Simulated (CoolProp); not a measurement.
The fluid at 375.87 K and 0.39 MPa is compressed adiabatically to 0.67 MPa with isentropic efficiency 0.75. The same conditions are run with several fluids, on thermodynamics alone (safety and materials aside).

Model: reference Helmholtz-energy equation of state of each fluid (the fluoroketone C6F12O (FK-5-1-12): McLinden 2015; R13: Platzer 1990; R236FA: Pan 2012; propylene: Lemmon 2013; R507A: Lemmon 2003), in CoolProp. The equations of Platzer and Polt are older, rougher fits. Blends and air are pseudo-pure fits.

Task: Rank the fluoroketone C6F12O (FK-5-1-12), R13, R236FA, propylene, R507A by work (kJ/kg), highest first.

Result: propylene (53.4), R507A (22.6), R13 (21.8), R236FA (14.1), the fluoroketone C6F12O (FK-5-1-12) (5.72)

| fluid | final temperature (K) | final phase | final density (kg/m³) |
|---|---|---|---|
| the fluoroketone C6F12O (FK-5-1-12) | 390.4 | two-phase, vapour fraction 0.939 | 91.9 |
| R13 | 406.6 | gas | 21.1 |
| R236FA | 392.9 | gas | 33.9 |
| propylene | 406.0 | gas | 8.67 |
| R507A | 399.8 | gas | 20.7 |
